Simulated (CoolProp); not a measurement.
Saturation properties of isohexane (Tc = 224.6 °C, pc = 30.43 bar, ω = 0.280).

The numbers come from the reference Helmholtz-energy equation of state, Lemmon 2006 in CoolProp. It is a short technical equation, of lower accuracy than the large ones.

| T (°C) | p (bar) | enthalpy of vaporisation (kJ/kg) | liquid cp (kJ/(kg K)) | vapour Z |
|---|---|---|---|---|
| 35.85 | 0.4341 | 340.1 | 2.288 | 0.9732 |
| 37.85 | 0.4682 | (withheld) | 2.298 | 0.9718 |
| 39.75 | 0.5024 | 337.5 | 2.307 | 0.9703 |
| 41.75 | 0.5406 | 336.1 | 2.317 | 0.9688 |
| 43.75 | 0.5811 | 334.7 | 2.327 | 0.9671 |
| 45.75 | 0.6239 | 333.3 | 2.337 | 0.9654 |
| 47.65 | 0.6669 | 332.0 | 2.347 | 0.9638 |
| 49.65 | (withheld) | 330.6 | 2.357 | 0.9620 |
| 51.65 | 0.7651 | 329.2 | 2.367 | 0.9601 |
| 53.65 | 0.8182 | 327.8 | 2.377 | 0.9582 |
| 55.65 | 0.8742 | 326.4 | 2.388 | 0.9562 |
| 57.55 | 0.9302 | 325.0 | (withheld) | 0.9543 |
| 59.55 | 0.9921 | 323.5 | 2.408 | 0.9522 |
| 61.55 | 1.057 | 322.1 | 2.418 | 0.9501 |
| 63.55 | 1.125 | 320.6 | 2.429 | 0.9478 |

Question: What belongs in the gaps?

Answer: 
- 37.85, enthalpy of vaporisation (kJ/kg): 338.8
- 49.65, p (bar): 0.7147
- 57.55, liquid cp (kJ/(kg K)): 2.398

It boils at 60.2 °C under 1 atm.
